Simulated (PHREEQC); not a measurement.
# Acid mine or pickling water (model solution)

A made-up water analysis in mg/kgw, 20 °C, pH 3.09, pe 10.4: Na 104; K 53.5; Ca 102; Mg 30.1; Cl 122; S(6) as SO4 655; Al 21.5.

Cl is adjusted to close the charge balance.
Valence states are taken as typed.

All values are PHREEQC results (ion-association model, phreeqc.dat), not measurements.

No solid was allowed to form.

Q: Estimate the ionic strength.

A: ionic strength 0.0220 mol/kgw.

Q: In which forms is Ca present?

A: Ca+2 78 %, CaSO4 22 % of the Ca.

Species that the database lacks are ignored.
